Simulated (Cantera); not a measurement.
# Carbon deposition, reforming and gasification: C + NH3 + H2

A closed system holds: 1 mol C, 1.2 mol NH3, 1.1 mol H2, at 1475 K and 1.50 bar.

Method: chemical equilibrium by Gibbs-energy minimisation in Cantera with the NASA 1993 tables (ideal gas, pure condensed phases). Candidate condensed phases: C, C6H6, C7H8, C8H18; 92 gas species. Rates play no part.

- x(H2) = 0.825
- x(N2) = 0.172
- x(CH4) = 0.00297
- x(HCN) = 0.000333
- x(NH3) = 3.11e-5
- x(H) = 9.62e-6
- x(C2H2 (acetylene)) = 5.50e-6
- x(HNC) = 5.17e-6
- x(C2H4) = 2.50e-6
- n(C(graphite)) = 0.988 mol
- gas amount = 3.490 mol
